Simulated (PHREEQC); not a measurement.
Dissolve 52.8 mmol/kgw Fe(NO3)3 at 25 °C. Closed to the air; pH follows from the charge balance.

Computed with PHREEQC (ion-association model, phreeqc.dat).

Problem. The ionic strength comes out as 0.307 mol/kgw. What activity coefficients do Fe(OH)2+, Fe3(OH)4+5, Fe+3, FeOH+2, NO3- get?

Solution. Fe(OH)2+ 0.72, Fe3(OH)4+5 0.00042, Fe+3 0.11, FeOH+2 0.26, NO3- 0.66.

No solid was allowed to form. The solution is supersaturated, for example in Hematite (slow to form), Goethite (slow to form), so a real one may precipitate; this is no full list.
